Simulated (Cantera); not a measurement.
Input: 1 mol PbO, 5.5 mol CO, 1.2 mol N2, at 1.13 Torr.

These are equilibrium values from Cantera (NASA tables, ideal gas, pure condensed phases), not measurements of a reactor. Candidate condensed phases: C, Pb, PbO, PbO2, Pb3O4; 27 gas species. The numbers say what is thermodynamically allowed, not how fast it happens.

x: gas mole fraction; n: condensed amount in mol.

```tsv
T (K)	x CO	x CO2	x N2	x Pb	n C(graphite)	n Pb(l)
748	0.541	0.263	0.197	5.83e-6	0.602	1.000
798	0.672	0.149	0.179	3.82e-5	0	1.000
848	0.672	0.149	0.179	[?]	0	0.999
898	0.671	0.149	0.179	0.000863	0	0.994
948	0.669	0.149	0.179	0.00319	0	0.979
998	0.665	0.148	0.177	0.0103	0	0.930
1048	0.652	0.145	0.174	[?]	0	[?]
1098	0.619	0.138	0.165	0.0779	0	0.434
1148	0.584	0.130	0.156	0.130	0	0
```

What belongs in the gaps?


- 848, x Pb: 0.000199
- 1048, x Pb: 0.0298
- 1048, n Pb(l): 0.794
